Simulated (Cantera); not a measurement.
Reactions in the system Ba-Br-O

Cantera with NASA thermochemical tables; ideal gases at 1 bar, condensed phases pure. Values are per mole of reaction as written; species without (g) are pure solids or liquids, kept so even where they would boil at 1 bar.

BaO + Br2(g) → BaBr2 + O(g)

```tsv
T (K)	ΔH° (kJ)	ΔS° (J/K)	ΔG° (kJ)	log10 K	condensed phases
300	8.7	-7.8	11.0	-1.92	BaO(s), BaBr2(s)
1175	55.1	41.8	5.9	-0.26	BaO(s), BaBr2(l)
1375	60.8	46.3	-2.9	0.11	BaO(s), BaBr2(l)
1575	66.2	50.0	-12.6	0.42	BaO(s), BaBr2(l)
1775	71.2	53.0	-22.9	0.67	BaO(s), BaBr2(l)
1975	75.9	55.5	-33.7	0.89	BaO(s), BaBr2(l)
```
